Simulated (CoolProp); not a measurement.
A simple Rankine cycle with ammonia: condensing at 323.15 K, boiler at 8.2 MPa, turbine inlet 389.4 K, turbine efficiency 0.85, pump efficiency 0.6, no recuperator. Each further row changes one setting.

The numbers come from the reference Helmholtz-energy equation of state, Gao 2020 in CoolProp.

| case | thermal efficiency (%) | net work (kJ/kg) | heat in (kJ/kg) | turbine exit temperature (K) | volume ratio over the turbine |
|---|---|---|---|---|---|
| as stated | 11.0 | 104 | 948 | 323.1 | 4.06 |
| turbine inlet 409.4 K | 11.7 | 127 | 1090 | 323.1 | 3.53 |
| condensing temperature 315.15 K | 12.4 | 122 | 988 | 315.1 | 4.98 |
| boiler pressure 5.74 MPa | 9.2 | 102 | 1110 | 323.1 | 2.49 |
| turbine efficiency 0.75 | 9.5 | 90.0 | 948 | 323.1 | 4.12 |

The expansion ends wet for: as stated; turbine inlet 409.4 K; condensing temperature 315.15 K; boiler pressure 5.74 MPa; turbine efficiency 0.75.
